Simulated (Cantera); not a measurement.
Charge: 1 mol Si2Cl6, 0.042 mol Cl2, 36 mol H2, at 1 atm.

Cantera equilibrium calculation (NASA polynomials, part measured and part estimated; ideal gas, pure solids and liquids). Candidate condensed phases: Si; 19 gas species. The feed counts by its element totals alone. The numbers say what is thermodynamically allowed, not how fast it happens.

What share of the Si ends up in condensed phases as a function of T (K), at 873, 948, 1023, 1098, 1173, 1248, 1323, 1398, 1473, 1548, 1623?


| T (K) | Si condensed (%) | as |
|---|---|---|
| 873 | 14.0 | Si(s) |
| 948 | 15.4 | Si(s) |
| 1023 | 17.8 | Si(s) |
| 1098 | 21.1 | Si(s) |
| 1173 | 25.2 | Si(s) |
| 1248 | 29.4 | Si(s) |
| 1323 | 33.0 | Si(s) |
| 1398 | 35.2 | Si(s) |
| 1473 | 35.9 | Si(s) |
| 1548 | 35.7 | Si(s) |
| 1623 | 35.1 | Si(s) |
